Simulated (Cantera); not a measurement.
A perfectly stirred reactor is fed with N₂O : H₂ : N₂ = 1 : 0.0068 : 2.4 (molar parts), at 0.133 bar; it is held at 1073 K, and followed from long to short residence time.

Detailed kinetics in Cantera: GRI-Mech 3.0 (53 species, 325 reactions). GRI-Mech 3.0 was tuned for natural gas; its chemistry of N2O as a main component is partial and can be far from experiment. The mechanism lacks the step 2 NO + O2 → 2 NO2, which can matter for NO2 below about 1400 K. The temperature is held fixed by assumption; the heat of reaction is taken as removed at once.

### Question
What does this change do: pressure from 0.133 bar to 1.01 bar?

### Answer
| quantity | before | after |
|---|---|---|
| x(N₂O) at τ = 2.30 s | 0.287 | 0.265 |
| x(H₂) at τ = 2.30 s | 0.000164 | 3.37e-5 |
| x(H) at τ = 2.30 s | 3.09e-8 | 3.63e-9 |
| x(H₂O) at τ = 2.30 s | 0.00183 | 0.00194 |
| x(H₂O₂) at τ = 2.30 s | 1.21e-9 | 2.61e-9 |
| x(N₂O) at τ = 54.0 ms | 0.293 | 0.291 |
| x(H₂) at τ = 54.0 ms | 0.00151 | 0.000613 |
| x(H) at τ = 54.0 ms | 3.66e-7 | 1.37e-7 |
| x(H₂O) at τ = 54.0 ms | 0.000480 | 0.00138 |
| x(H₂O₂) at τ = 54.0 ms | 1.19e-8 | 1.42e-8 |
